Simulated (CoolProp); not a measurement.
Vapour-liquid equilibrium of dimethyl ether (1) + n-pentane (2) at 0.437 MPa; x and y are mole fractions of (1).

The numbers come from the multi-fluid Helmholtz-energy mixture model, Wu 2011 and Thol 2019; pair parameters Bell 2016 in CoolProp.

Question: Give the bubble temperature and the first vapour's composition at x = 0.125, 0.5, 0.95. Is there an azeotrope?

Answer: x = 0.125: 71.0 °C, y = 0.396; x = 0.5: 30.8 °C, y = 0.898; x = 0.95: 16.3 °C, y = 0.988. No azeotrope shows between x = 0.05 and 0.95.

The pair parameters rest on a limited set of measurements; away from them the model extrapolates. The gap from Raoult's law changes sign with composition, which may be real or a fault of the pair parameters; it wasn't checked against measurements.
